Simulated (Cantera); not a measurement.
Input: 1 mol SiCl4, 0.58 mol Cl2, 0.83 mol H2, at 1.00 bar.

Cantera equilibrium calculation (NASA polynomials, part measured and part estimated; ideal gas, pure solids and liquids). Candidate condensed phases: Si; 19 gas species. The tables' values for SiCl3 are old estimates; treat these amounts as uncertain. Equilibrium is a limit: real reactors are often held back by kinetics, nucleation or transport. All values below are at 1323 K.

Base state: HCl 0.490, SiCl4 0.404, H2 0.0965, SiCl3 0.00514, SiHCl3 0.00404, SiCl2 0.000357 (mole fractions); condensed: gas only.

Task: What changes in the equilibrium state with this change: 0.023 mol HF added?

Result: 
```json
[
 {"species": "HCl", "before": "0.490", "after": "0.494"},
 {"species": "SiCl4", "before": "0.404", "after": "0.398"},
 {"species": "H2", "before": "0.0965", "after": "0.0956"},
 {"species": "SiF4", "before": "0", "after": "0.00213"},
 {"species": "HF", "before": "0", "after": "0.000745"},
 {"species": "SiHF3", "before": "0", "after": "3.17e-5"},
 {"species": "SiF3", "before": "0", "after": "1.96e-5"}
]
```
The tables' values for SiCl3, SiF3 are old estimates; treat these amounts as uncertain.
